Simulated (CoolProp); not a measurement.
Vapour-liquid equilibrium of isobutane (1) + isobutene (2) at 1130 kPa; x and y are mole fractions of (1).

The numbers come from the multi-fluid Helmholtz-energy mixture model, Bücker 2006 and Lemmon 2005; pair parameters Bell 2016 in CoolProp.

Problem. Give the bubble temperature and the first vapour's composition at x = 0.05, 0.25, 0.45. Is there an azeotrope?

Solution. x = 0.05: 349.1 K, y = 0.055; x = 0.25: 347.8 K, y = 0.267; x = 0.45: 346.8 K, y = 0.468. No azeotrope shows between x = 0.05 and 0.95.

Pair parameters are fitted to limited data, so mixtures are less certain than the pure fluids.
